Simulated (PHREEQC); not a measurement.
# Copper plating or etch bath

A solution holds 0.00044 mol Cu(NO3)2 per kg of water, at 50 °C. Closed to the air; pH follows from the charge balance.

Model: ion-association model, wateq4f.dat, run in PHREEQC.

This is a speciation only: nothing precipitates in the calculation.

**Question.** What pH does the model give?

**Answer.** pH 5.26.

**Question.** In which forms is Cu present?

**Answer.** Cu+2 99 %, Cu2(OH)2+2 1.0 % of the Cu.

Examples of supersaturated solids here: Tenorite (slow to form). Others may be too. Constants without temperature data keep their 25 °C values here.
